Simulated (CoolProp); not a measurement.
Vapour-liquid equilibrium of carbon dioxide (1) + ethane (2) at 256.2 K; x and y are mole fractions of (1).

The numbers come from the multi-fluid Helmholtz-energy mixture model, Span 1996 and Bücker 2006; pair parameters Kunz 2012 in CoolProp.

Question: Give the bubble pressure and the first vapour's composition at x = 0.35, 0.45, 0.55. Is there an azeotrope?

Answer: x = 0.35: 2314 kPa, y = 0.473; x = 0.45: 2422 kPa, y = 0.543; x = 0.55: 2490 kPa, y = 0.604. y crosses x between x = 0.65 and 0.75: the model has an azeotrope there.

Pair parameters are fitted to limited data, so mixtures are less certain than the pure fluids.
